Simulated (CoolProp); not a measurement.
Vapour-liquid equilibrium of R22 (1) + R115 (2) at 31.15 °C; x and y are mole fractions of (1).

Model: multi-fluid Helmholtz-energy mixture model, Kamei 1995 and Lemmon 2016; pair parameters Bell 2016, in CoolProp.

```
x     bubble pressure, mixture model (bar)  bubble pressure, Raoult's law (bar)  y, mixture model  y, Raoult's law
----  ------------------------------------  -----------------------------------  ----------------  ---------------
0.05                                 11.23                                10.67             0.088            0.058
0.15                                 12.15                                10.84             0.217            0.170
0.25                                 12.72                                11.01             0.313            0.279
0.35                                 13.08                                11.18             0.394            0.385
0.45                                 13.27                                11.35             0.471            0.487
0.55                                 13.32                                11.52             0.549            0.587
0.65                                 13.26                                11.69             0.632            0.683
0.75                                 13.08                                11.86             0.724            0.777
0.85                                 12.81                                12.02             0.826            0.868
0.95                                 12.47                                12.19             0.939            0.957
```

The largest gap from Raoult's law is +17.0 % in bubble pressure, at x = 0.35. y crosses x between x = 0.45 and 0.55: the model has an azeotrope there.

The pair parameters rest on a limited set of measurements; away from them the model extrapolates.
